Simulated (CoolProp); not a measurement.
Values from CoolProp's reference Helmholtz-energy equation of state, Thol 2018.

Q: For hydrogen chloride, give the phase and the Z, cp (kJ/(kg K)), Joule-Thomson coefficient (K/MPa), isothermal compressibility (1/MPa) at 75.15 °C and 82.6 bar; 63.65 °C and 103 bar.

A: 
- 75.15 °C and 82.6 bar: gas; Z 0.641, cp 2.17, Joule-Thomson coefficient 8.38, isothermal compressibility 0.208
- 63.65 °C and 103 bar: supercritical; Z 0.325, cp 12.3, Joule-Thomson coefficient 5.33, isothermal compressibility 0.507
